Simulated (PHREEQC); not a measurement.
Solution (87 °C): 0.61 mol/kgw CaCl2. Closed to the air; pH follows from the charge balance.

Model: Pitzer model, pitzer.dat, run in PHREEQC.

Precipitation was switched off in this run.

Task: What activity of water, density, osmotic coefficient does the model give?

Result: activity of water 0.971; density 1.020 g/cm³; osmotic coefficient 0.894.

Species that the database lacks are ignored. At this temperature some constants are extrapolated from 25 °C, and those without enthalpy data are left unchanged.
